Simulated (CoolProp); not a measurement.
The fluid at 293.15 K and 0.245 MPa (liquid) is heated at constant pressure to 450.1 K. The same conditions are run with several fluids, on thermodynamics alone (safety and materials aside).

The numbers come from the reference Helmholtz-energy equation of state of each fluid (R113: Marx 1992; p-xylene: Zhou 2012; 1,2-dichloroethane: Thol 2015; R11: Jacobsen 1992) in CoolProp.

Question: Rank R113, p-xylene, 1,2-dichloroethane, R11 by heat (kJ/kg), highest first.

Answer: p-xylene (621), 1,2-dichloroethane (494), R11 (281), R113 (264)

| fluid | final density (kg/m³) |
|---|---|
| R113 | 12.7 |
| p-xylene | 7.59 |
| 1,2-dichloroethane | 6.71 |
| R11 | 9.20 |
